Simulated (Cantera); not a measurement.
An adiabatic, constant-volume homogeneous reactor starts with CH₄ : H₂ : O₂ : N₂ = 1 : 0.6 : 3.33 : 12.5 (molar parts), equivalence ratio 0.69, at 1400 K and 0.940 bar. Integrator tolerance rtol = 1e-08.

Computed with Cantera and GRI-Mech 3.0 (53 species, 325 reactions).

Q: What does this change do: initial temperature 1400 to 1350 K?

A: 
```tsv
quantity	before	after
time of steepest temperature rise	0.328 ms	0.456 ms
temperature at 0.700 s	2731 K	2713 K
equilibrium temperature	2731 K	2713 K
x(CH₄) at 0.700 s	<1e-12 (gas-phase equilibrium <1e-12)	<1e-12 (gas-phase equilibrium <1e-12)
x(H₂) at 0.700 s	0.00684 (gas-phase equilibrium 0.00684)	0.00634 (gas-phase equilibrium 0.00634)
x(O₂) at 0.700 s	0.0542 (gas-phase equilibrium 0.0542)	0.0542 (gas-phase equilibrium 0.0542)
x(H) at 0.700 s	0.00391 (gas-phase equilibrium 0.00391)	0.00347 (gas-phase equilibrium 0.00347)
x(NO) at 0.700 s	0.0161 (gas-phase equilibrium 0.0161)	0.0157 (gas-phase equilibrium 0.0157)
x(C₂H₂) at 0.700 s	<1e-12 (gas-phase equilibrium <1e-12)	<1e-12 (gas-phase equilibrium <1e-12)
x(CH₂) at 0.700 s	<1e-12 (gas-phase equilibrium <1e-12)	<1e-12 (gas-phase equilibrium <1e-12)
```
